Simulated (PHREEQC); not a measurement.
HCl is added in steps, without added water, to 1 kg of water holding 1.9 mmol/kgw CuSO4, at 67 °C. Oxygen is held at 0.21 atm. CO2 from the air is kept out. The run lets Cu(OH)2, Brochantite, Antlerite, Atacamite, Chalcanthite precipitate or redissolve, and no other solid.

Base run: PHREEQC, ion-association model, wateq4f.dat. Each further column changes one thing. The table gives pH.

```tsv
HCl added (mol)	base	CuSO4 from 0.0019 to 0.00038 mol/kgw	no solid may form
0	4.79	…	4.79
0.00055	3.41	…	3.41
0.0011	3.10	…	3.10
0.00165	2.92	…	2.92
0.0022	2.79	2.71	2.79
0.00275	2.69	2.61	2.69
0.0033	2.60	2.53	2.60
0.00385	2.53	…	2.53
0.0044	2.47	…	2.47
```

Problem. Some entries are withheld; supply them.

Solution. 
- 0, CuSO4 from 0.0019 to 0.00038 mol/kgw: 5.16
- 0.00055, CuSO4 from 0.0019 to 0.00038 mol/kgw: 3.31
- 0.0011, CuSO4 from 0.0019 to 0.00038 mol/kgw: 3.01
- 0.00165, CuSO4 from 0.0019 to 0.00038 mol/kgw: 2.83
- 0.00385, CuSO4 from 0.0019 to 0.00038 mol/kgw: 2.46
- 0.0044, CuSO4 from 0.0019 to 0.00038 mol/kgw: 2.41

Away from 25 °C the constants follow the database's enthalpies or fits; those with neither stay at their 25 °C values.
